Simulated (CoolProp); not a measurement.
Hexamethyldisiloxane (MM) along the isobar 5.63 MPa: Z from the reference equation and from simpler models built on Tc = 518.7 K, pc = 1.931 MPa, ω = 0.418; each cubic takes its own stable root.

Values from CoolProp's reference Helmholtz-energy equation of state, Thol 2016.

```
T (K)          phase  reference  van der Waals  Redlich-Kwong  Peng-Robinson
-----  -------------  ---------  -------------  -------------  -------------
428.1         liquid     0.4083         0.6145         0.4510         0.3831
452.1         liquid     0.4057         0.6000         0.4482         0.3830
476.1         liquid     0.4069         0.5891         0.4493         0.3882
500.1         liquid     0.4127         0.5816         0.4546         0.4000
524    supercritical     0.4246         0.5775         0.4647         0.4205
548    supercritical     0.4454         0.5769         0.4806         0.4529
572    supercritical     0.4796         0.5802         0.5030         0.4994
596    supercritical     0.5310         0.5875         0.5325         0.5582
620    supercritical     0.5962         0.5992         0.5685         0.6215
```
